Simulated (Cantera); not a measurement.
## Low-pressure radical oxidation in H2/O2

An isothermal, constant-pressure homogeneous reactor starts with 4.67 % H2, 95.3 % O2, at 1100 K and 0.0110 bar.

Detailed kinetics in Cantera: GRI-Mech 3.0 (53 species, 325 reactions). Radical loss at walls, strong at low pressure, is not modelled. The temperature is held fixed by assumption; the heat of reaction is taken as removed at once.

```json
[
 {"t (s)": "1.00e-5", "x H2": "0.0467", "x O2": "0.953", "x H": "4.05e-11", "x HO2": "4.28e-11", "x OH": "2.29e-12", "x H2O2": "<1e-12"},
 {"t (s)": "3.32e-5", "x H2": "0.0467", "x O2": "0.953", "x H": "1.21e-10", "x HO2": "1.42e-10", "x OH": "2.21e-11", "x H2O2": "<1e-12"},
 {"t (s)": "0.000110", "x H2": "0.0467", "x O2": "0.953", "x H": "3.32e-10", "x HO2": "4.73e-10", "x OH": "1.72e-10", "x H2O2": "<1e-12"},
 {"t (s)": "0.000367", "x H2": "0.0467", "x O2": "0.953", "x H": "1.29e-9", "x HO2": "1.58e-9", "x OH": "1.24e-9", "x H2O2": "<1e-12"},
 {"t (s)": "0.00122", "x H2": "0.0467", "x O2": "0.953", "x H": "3.57e-8", "x HO2": "5.68e-9", "x OH": "4.02e-8", "x H2O2": "3.97e-12"},
 {"t (s)": "0.00405", "x H2": "0.0420", "x O2": "0.950", "x H": "0.00123", "x HO2": "2.93e-6", "x OH": "0.00117", "x H2O2": "2.51e-8"},
 {"t (s)": "0.0135", "x H2": "0.000679", "x O2": "0.925", "x H": "0.00647", "x HO2": "3.70e-6", "x OH": "0.00211", "x H2O2": "6.78e-8"},
 {"t (s)": "0.0447", "x H2": "0.000343", "x O2": "0.939", "x H": "0.00222", "x HO2": "3.13e-6", "x OH": "0.00150", "x H2O2": "7.28e-8"},
 {"t (s)": "0.149", "x H2": "7.38e-5", "x O2": "0.949", "x H": "0.000216", "x HO2": "1.75e-6", "x OH": "0.000694", "x H2O2": "6.72e-8"},
 {"t (s)": "0.494", "x H2": "8.44e-6", "x O2": "0.952", "x H": "8.59e-6", "x HO2": "5.21e-7", "x OH": "0.000237", "x H2O2": "3.97e-8"},
 {"t (s)": "1.64", "x H2": "9.57e-7", "x O2": "0.952", "x H": "3.42e-7", "x HO2": "1.03e-7", "x OH": "8.12e-5", "x H2O2": "1.50e-8"},
 {"t (s)": "5.45", "x H2": "1.43e-7", "x O2": "0.952", "x H": "2.05e-8", "x HO2": "2.00e-8", "x OH": "3.18e-5", "x H2O2": "4.57e-9"},
 {"t (s)": "18.1", "x H2": "2.82e-8", "x O2": "0.952", "x H": "1.84e-9", "x HO2": "4.77e-9", "x OH": "1.42e-5", "x H2O2": "1.32e-9"},
 {"t (s)": "60.2", "x H2": "6.71e-9", "x O2": "0.952", "x H": "2.17e-10", "x HO2": "1.93e-9", "x OH": "6.98e-6", "x H2O2": "3.84e-10"},
 {"t (s)": "200", "x H2": "1.85e-9", "x O2": "0.952", "x H": "3.15e-11", "x HO2": "1.88e-9", "x OH": "3.67e-6", "x H2O2": "1.19e-10"}
]
```
x: mole fraction; the columns are a selection and need not sum to one.

Equilibrium at this temperature and pressure: H2 6.20e-10, O2 0.952, H 6.18e-12, HO2 2.77e-9, OH 2.13e-6, H2O2 4.42e-11 (gas phase only).
